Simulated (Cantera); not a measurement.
An adiabatic, constant-pressure homogeneous reactor starts with CO : H₂ : O₂ : N₂ = 1 : 0.69 : 1.3 : 4.89 (molar parts), equivalence ratio 0.65, at 1650 K and 5.00 bar. Integrator tolerance rtol = 1e-08.

Computed with Cantera and GRI-Mech 3.0 (53 species, 325 reactions). The hydrogen kinetics of GRI-Mech 3.0 are dated; newer H2 mechanisms differ, most at raised pressure.

| quantity | before | after |
|---|---|---|
| time of steepest temperature rise | 2.53 µs | 4.51 µs |
| temperature at 1.00 s | 2809 K | 2495 K |
| equilibrium temperature | 2809 K | 2495 K |
| x(CO) at 1.00 s | 0.0303 (gas-phase equilibrium 0.0303) | 0.103 (gas-phase equilibrium 0.103) |
| x(H₂) at 1.00 s | 0.00335 (gas-phase equilibrium 0.00335) | 0.0263 (gas-phase equilibrium 0.0263) |
| x(O₂) at 1.00 s | 0.0638 (gas-phase equilibrium 0.0638) | 5.85e-5 (gas-phase equilibrium 5.85e-5) |
| x(CO₂) at 1.00 s | 0.108 (gas-phase equilibrium 0.108) | 0.0488 (gas-phase equilibrium 0.0488) |
| x(NO₂) at 1.00 s | 1.56e-5 (gas-phase equilibrium 1.56e-5) | 1.23e-8 (gas-phase equilibrium 1.23e-8) |
| x(NO) at 1.00 s | 0.0190 (gas-phase equilibrium 0.0190) | 0.000370 (gas-phase equilibrium 0.000370) |
| x(N₂O) at 1.00 s | 2.19e-6 (gas-phase equilibrium 2.19e-6) | 4.46e-8 (gas-phase equilibrium 4.46e-8) |

Question: Name the change that produced these shifts.
A. O2 1.3 to 0.42 parts
B. pressure from 5.00 bar to 10.0 bar
C. initial temperature 1650 to 1373 K
D. initial temperature 1650 to 1773 K

Answer: A, O2 1.3 to 0.42 parts
